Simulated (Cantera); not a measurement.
A Cantera script and its output.

```python
import numpy as np
import cantera as ct

gas = ct.Solution("gri30.yaml")
gas.TPX = 1100, 101325, {'N2O': 1, 'H2O': 0.11}
reactor = ct.IdealGasConstPressureReactor(gas, energy="off", clone=False)
net = ct.ReactorNet([reactor])
net.rtol, net.atol = 1e-08, 1e-18
show = ['N2O', 'H2O', 'NO2', 'H', 'HO2']
times = np.geomspace(1e-06, 20, 15)

steps = ct.SolutionArray(gas, extra=["t"])
rows = []
print(f"{'t/s':>10s}{'T/K':>9s}{'P/Pa':>11s}" + "".join(f"{s:>11s}" for s in show))
for t in times:
    while net.time < t:
        t_next = net.step()
        steps.append(gas.state, t=t_next)
    rows.append([np.interp(t, steps.t, y) for y in (steps.T, steps.P, *steps(*show).X.T)])
    print(f"{t:10.3e}{rows[-1][0]:9.1f}{rows[-1][1]:11.4g}" + "".join(f"{x:11.3e}" for x in rows[-1][2:]))
rate = np.gradient(steps.T, steps.t)
print("integrator steps:", len(steps.t))
if steps.T.max() > steps.T[0] + 200:
    print(f"time of steepest temperature rise: {steps.t[rate.argmax()]:.4e} s")
gas.TPX = 1100, 101325, {'N2O': 1, 'H2O': 0.11}
gas.equilibrate("TP")
print(f"equilibrium (TP): T = {gas.T:.1f} K  " + "  ".join(f"{s} {gas[s].X[0]:.3e}" for s in show))
```

Result:

```
       t/s      T/K       P/Pa        N2O        H2O        NO2          H        HO2
 1.000e-06   1100.0  1.013e+05  9.009e-01  9.910e-02  3.980e-18  5.168e-16  1.702e-13
 3.323e-06   1100.0  1.013e+05  9.009e-01  9.910e-02  4.067e-16  3.963e-14  5.830e-12
 1.104e-05   1100.0  1.013e+05  9.009e-01  9.910e-02  2.977e-14  1.412e-12  1.749e-10
 3.669e-05   1100.0  1.013e+05  9.009e-01  9.910e-02  1.161e-12  1.411e-11  3.831e-09
 1.219e-04   1100.0  1.013e+05  9.009e-01  9.910e-02  4.841e-11  5.867e-11  5.511e-08
 4.051e-04   1100.0  1.013e+05  9.008e-01  9.910e-02  4.302e-09  1.892e-10  5.549e-07
 1.346e-03   1100.0  1.013e+05  9.007e-01  9.909e-02  2.717e-07  4.077e-10  2.649e-06
 4.472e-03   1100.0  1.013e+05  9.003e-01  9.907e-02  4.552e-06  4.812e-10  3.144e-06
 1.486e-02   1100.0  1.013e+05  8.988e-01  9.902e-02  3.019e-05  4.966e-10  2.474e-06
 4.938e-02   1100.0  1.013e+05  8.939e-01  9.886e-02  1.242e-04  4.474e-10  1.898e-06
 1.641e-01   1100.0  1.013e+05  8.780e-01  9.832e-02  3.264e-04  3.542e-10  1.219e-06
 5.452e-01   1100.0  1.013e+05  8.288e-01  9.665e-02  5.714e-04  2.784e-10  6.107e-07
 1.811e+00   1100.0  1.013e+05  6.934e-01  9.203e-02  7.302e-04  2.163e-10  2.527e-07
 6.019e+00   1100.0  1.013e+05  4.212e-01  8.273e-02  7.277e-04  1.424e-10  9.298e-08
 2.000e+01   1100.0  1.013e+05  1.265e-01  7.266e-02  5.844e-04  5.194e-11  3.185e-08
integrator steps: 1430
equilibrium (TP): T = 1100.0 K  N2O 6.196e-09  H2O 6.832e-02  NO2 3.218e-06  H 3.286e-13  HO2 4.434e-09
```

Cantera simulation using GRI-Mech 3.0 (53 species, 325 reactions); the numbers are that mechanism's predictions, not measurements. GRI-Mech 3.0 was tuned for natural gas; its chemistry of N2O as a main component is partial and can be far from experiment. The mechanism lacks the step 2 NO + O2 → 2 NO2, which can matter for NO2 below about 1400 K. The temperature is held fixed by assumption; the heat of reaction is taken as removed at once.
